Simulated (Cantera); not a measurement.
What does this Cantera script print?

```python
import numpy as np
import cantera as ct

gas_names = """
    B BN B2 N N2
""".split()
cond_names = """
    B(b) B(L) BN(s)
""".split()


# ... load() reads the species with a 1 bar reference pressure and builds the phases ...
atoms = {
    'B': {'B': 1},
    'N2': {'N': 2},
}
top_T = {'BN(s)': 3200}  # K; cautious upper limits of use, not melting points


# ... equilibrate(T, P, feed) seeds the gas with the atoms and calls Mixture.equilibrate('TP', solver="vcs", rtol=1e-11, max_steps=5000) ...
results = []
feed = {'B': 1, 'N2': 2.1}  # mol
T = 1023  # K
P = 10000  # Pa
mix = equilibrate(T, P, feed)
results.append((T, P, feed, dict(zip(mix.species_names, mix.species_moles))))
print(gas.report(threshold=1e-06))
for i in range(1, mix.n_phases):
    print(f"{mix.phase(i).name:16s} {mix.phase_moles(i):12.5e} mol")
```

Result:

```
       temperature   1023 K
          pressure   10000 Pa
           density   0.032936 kg/m^3
  mean mol. weight   28.014 kg/kmol
   phase of matter   gas

                          1 kg             1 kmol
                     ---------------   ---------------
          enthalpy        7.9309e+05        2.2218e+07  J
   internal energy        4.8947e+05        1.3712e+07  J
           entropy              8855        2.4806e+05  J/K
    Gibbs function       -8.2656e+06       -2.3155e+08  J
 heat capacity c_p            1170.9             32802  J/K
 heat capacity c_v            874.11             24487  J/K

                      mass frac. Y      mole frac. X     chem. pot. / RT
                     ---------------   ---------------   ---------------
                N2                 1                 1           -27.223
     [   +4 minor]        1.6973e-21        3.3945e-21

B(b)              0.00000e+00 mol
BN(s)             1.00000e+00 mol
```

Method: chemical equilibrium by Gibbs-energy minimisation in Cantera with the NASA 1993 tables (ideal gas, pure condensed phases). N2 is the only nitrogen source here; it is nearly inert below about 1500 K, so the nitride shown seldom forms there in practice.
